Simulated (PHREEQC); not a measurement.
Solution (20 °C): 0.0041 mol/kgw HF, 0.0011 mol/kgw H2SiF6, 0.0044 mol/kgw H3BO3, 0.00017 mol/kgw HCl and 0.0082 mol/kgw Na2CO3. Closed to the air; pH follows from the charge balance.

Model: ion-association model, phreeqc.dat, run in PHREEQC.

```yaml
pH: 6.64
ionic_strength: 0.0163 mol/kgw
specific_conductance: 1340 µS/cm
total_alkalinity: 5.53 meq/kg
```

| species | molality | activity | log γ |
|---|---|---|---|
| Na+ | 0.0163 | 0.0144 | -0.054 |
| F- | 0.0106 | 0.00931 | -0.056 |
| HCO3- | 0.00548 | 0.00486 | -0.053 |
| H3BO3 | 0.00437 | 0.00438 | 0.002 |
| CO2 | 0.00268 | 0.00269 | 0.002 |
| H4SiO4 | 0.00110 | 0.00110 | 0.002 |
| Cl- | 0.000170 | 0.000150 | -0.056 |
| NaF | 7.67e-5 | 7.70e-5 | 0.002 |
| NaHCO3 | 4.03e-5 | 4.04e-5 | 0.002 |
| BF(OH)3- | 1.75e-5 | 1.54e-5 | -0.055 |

No solid was allowed to form. Saturation is exceeded, for instance for Quartz (slow to form), Chalcedony (slow to form); the values hold only as long as no solid forms. SiF6-2 is the database's only silicon fluoride. Real BF4- forms and hydrolyses slowly; the run takes it at equilibrium.
